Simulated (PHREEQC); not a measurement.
0.05 g of hydrous ferric oxide (600 m²/g; 0.2 weak and 0.005 strong sites per Fe, Dzombak-Morel constants, diffuse double layer) in 1 kg of water with 0.01 mol/kgw of an inert sodium salt and 1.9e-07 mol NaF and 2.5e-07 mol MnCl2, at 25 °C; the pH is set by adding NaOH or the inert anion's acid. No oxygen is let in. CO2 from the air is kept out. Precipitation was switched off in this run.

The series has 13 steps of pH, from 4 to 10.

The numbers come from PHREEQC with the ion-association model, wateq4f.dat.

Task: Near which pH is half of the F sorbed, and on which side is more sorbed?

Result: Near pH 5.2, with more sorbed at lower pH.

Task: Near which pH is half of the Mn sorbed, and on which side is more sorbed?

Result: Near pH 7.2, with more sorbed at higher pH.

Species that the database lacks are ignored.
